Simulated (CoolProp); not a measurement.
Vapour-liquid equilibrium of n-butane (1) + cis-2-butene (2) at 5.63 bar; x and y are mole fractions of (1).

Values from CoolProp's multi-fluid Helmholtz-energy mixture model, Bücker 2006 and Lemmon 2005; pair parameters Bell 2016.

```
x      bubble temperature, mixture model (K)  bubble temperature, Raoult's law (K)  y, mixture model  y, Raoult's law
-----  -------------------------------------  ------------------------------------  ----------------  ---------------
0.05                                   331.7                                 331.8             0.057            0.055
0.125                                  331.2                                 331.5             0.140            0.136
0.2                                    330.7                                 331.2             0.220            0.216
0.275                                  330.3                                 330.9             0.297            0.295
0.35                                   330.0                                 330.6             0.372            0.373
0.425                                  329.7                                 330.3             0.446            0.449
0.5                                    329.4                                 330.0             0.519            0.525
0.575                                  329.1                                 329.7             0.592            0.599
0.65                                   328.9                                 329.5             0.664            0.672
0.725                                  328.7                                 329.2             0.736            0.745
0.8                                    328.5                                 328.9             0.808            0.816
0.875                                  328.4                                 328.6             0.880            0.886
0.95                                   328.2                                 328.3             0.952            0.955
```

The largest gap from Raoult's law is -0.6 K in bubble temperature, at x = 0.425. No azeotrope shows between x = 0.05 and 0.95.

The pair parameters rest on a limited set of measurements; away from them the model extrapolates.
